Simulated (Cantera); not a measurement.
Input: 1 mol Al, 2.8 mol N₂O, 43 mol H₂, equilibrated at 1723.15 K and 1.88 Torr.

Equilibrium computed with Cantera from the NASA thermochemical tables; the gas is ideal and each condensed phase is pure. Candidate condensed phases: Al, AlN, Al₂O₃, H₂O; 35 gas species. Equilibrium is a limit: real reactors are often held back by kinetics, nucleation or transport.

Base state: H₂ 0.907, N₂ 0.0610, H₂O 0.0283, H 0.00348 (mole fractions); condensed: Al₂O₃(s).

Q: What changes in the equilibrium state with this change: N₂O from 2.8 to 1.5 mol?

A: 
| species | before | after |
|---|---|---|
| H₂ | 0.907 | 0.963 |
| N₂ | 0.0610 | 0.0336 |
| H | 0.00348 | 0.00358 |
| H₂O | 0.0283 | 4.72e-5 |
| Al | 1.69e-9 | 2.73e-5 |
| Al₂O₃(s), mol | 0.500 | 0.499 |
